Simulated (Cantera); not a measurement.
# Equilibrium for hydrogen reduction and annealing atmospheres: PbO + H2 + H2O

Input: 1 mol PbO, 160 mol H2, 0.23 mol H2O, equilibrated at 220 Pa.

Method: chemical equilibrium by Gibbs-energy minimisation in Cantera with the NASA 1993 tables (ideal gas, pure condensed phases). Candidate condensed phases: H2O, Pb, PbO, PbO2, Pb3O4; 12 gas species. Rates play no part.

```json
[
 {"T (°C)": "550", "log p H2": "-2.66", "log p H2O": "-4.77", "log p Pb": "-6.87", "log p H": "-12.47", "log p Pb2": "-13.78", "log p PbO": "<-14", "log p OH": "<-14", "n Pb(l)": "0.990"},
 {"T (°C)": "600", "log p H2": "-2.66", "log p H2O": "-4.77", "log p Pb": "-6.20", "log p H": "-11.66", "log p Pb2": "-12.65", "log p PbO": "<-14", "log p OH": "<-14", "n Pb(l)": "0.954"},
 {"T (°C)": "650", "log p H2": "-2.66", "log p H2O": "-4.77", "log p Pb": "-5.60", "log p H": "-10.94", "log p Pb2": "-11.64", "log p PbO": "-13.80", "log p OH": "<-14", "n Pb(l)": "0.815"},
 {"T (°C)": "700", "log p H2": "-2.66", "log p H2O": "-4.77", "log p Pb": "-5.06", "log p H": "-10.30", "log p Pb2": "-10.74", "log p PbO": "-12.90", "log p OH": "<-14", "n Pb(l)": "0.360"},
 {"T (°C)": "750", "log p H2": "-2.66", "log p H2O": "-4.78", "log p Pb": "-4.87", "log p H": "-9.71", "log p Pb2": "-10.51", "log p PbO": "-12.39", "log p OH": "-14.41", "n Pb(l)": "0"},
 {"T (°C)": "800", "log p H2": "-2.66", "log p H2O": "-4.78", "log p Pb": "-4.87", "log p H": "-9.19", "log p Pb2": "-10.66", "log p PbO": "-12.10", "log p OH": "-13.72", "n Pb(l)": "0"},
 {"T (°C)": "850", "log p H2": "-2.66", "log p H2O": "-4.78", "log p Pb": "-4.87", "log p H": "-8.70", "log p Pb2": "-10.79", "log p PbO": "-11.83", "log p OH": "-13.10", "n Pb(l)": "0"},
 {"T (°C)": "900", "log p H2": "-2.66", "log p H2O": "-4.78", "log p Pb": "-4.87", "log p H": "-8.26", "log p Pb2": "-10.91", "log p PbO": "-11.59", "log p OH": "-12.53", "n Pb(l)": "0"},
 {"T (°C)": "950", "log p H2": "-2.66", "log p H2O": "-4.78", "log p Pb": "-4.87", "log p H": "-7.85", "log p Pb2": "-11.02", "log p PbO": "-11.37", "log p OH": "-12.01", "n Pb(l)": "0"},
 {"T (°C)": "1000", "log p H2": "-2.66", "log p H2O": "-4.78", "log p Pb": "-4.87", "log p H": "-7.48", "log p Pb2": "-11.12", "log p PbO": "-11.16", "log p OH": "-11.53", "n Pb(l)": "0"},
 {"T (°C)": "1050", "log p H2": "-2.66", "log p H2O": "-4.78", "log p Pb": "-4.87", "log p H": "-7.13", "log p Pb2": "-11.21", "log p PbO": "-10.97", "log p OH": "-11.08", "n Pb(l)": "0"}
]
```
log p: log10 of the partial pressure in bar; n: condensed amount in mol.

From 550 °C to 700 °C the condensed part is Pb(l). From 750 °C to 1050 °C nothing is condensed. The main Pb-bearing gas is Pb throughout.
